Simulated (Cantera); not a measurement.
An adiabatic, constant-volume homogeneous reactor starts with 3.25 % CH₃OH, 2.41 % O₂, 94.3 % N₂, equivalence ratio 2.0, at 1398 K and 7500 Torr.

Detailed kinetics in Cantera: GRI-Mech 3.0 (53 species, 325 reactions). GRI-Mech 3.0 was tuned for natural gas; its chemistry of methanol as a main component is partial and can be far from experiment.

Problem. Predict: time of steepest temperature rise; temperature at 3.00 s; equilibrium temperature; x(CO) at 3.00 s; x(NO) at 3.00 s.

Solution. 
```json
{
  "time_of_steepest_temperature_rise": "0.176 ms",
  "temperature at 3.00 s": "1728 K",
  "equilibrium_temperature": "1728 K",
  "x(CO) at 3.00 s": "0.0221 (gas-phase equilibrium 0.0221)",
  "x(NO) at 3.00 s": "9.72e-8 (gas-phase equilibrium 8.36e-8)"
}
```
